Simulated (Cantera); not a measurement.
A perfectly stirred reactor is fed with 9.09 % H₂, 90.9 % O₂, equivalence ratio 0.050, at 110 Pa; it is held at 1175 K, and followed from long to short residence time.

Computed with Cantera and the H2/O2 subset of GRI-Mech 3.0, which has no nitrogen chemistry. Radical loss at walls, strong at low pressure, is not modelled. The temperature is held fixed by assumption; the heat of reaction is taken as removed at once.

### Question
Predict: x(H₂) at τ = 28.0 s; x(O₂) at τ = 28.0 s; x(H₂O₂) at τ = 28.0 s; x(OH) at τ = 28.0 s; x(H₂O) at τ = 28.0 s; x(H₂) at τ = 0.180 s; x(O₂) at τ = 0.180 s; x(H₂O₂) at τ = 0.180 s; x(OH) at τ = 0.180 s; x(H₂O) at τ = 0.180 s.

### Answer
* **x(H₂) at τ = 28.0 s**: 0.000488
* **x(O₂) at τ = 28.0 s**: 0.895
* **x(H₂O₂) at τ = 28.0 s**: 1.41e-8
* **x(OH) at τ = 28.0 s**: 0.00231
* **x(H₂O) at τ = 28.0 s**: 0.0922
* **x(H₂) at τ = 0.180 s**: 0.00375
* **x(O₂) at τ = 0.180 s**: 0.850
* **x(H₂O₂) at τ = 0.180 s**: 1.42e-8
* **x(OH) at τ = 0.180 s**: 0.00551
* **x(H₂O) at τ = 0.180 s**: 0.0737
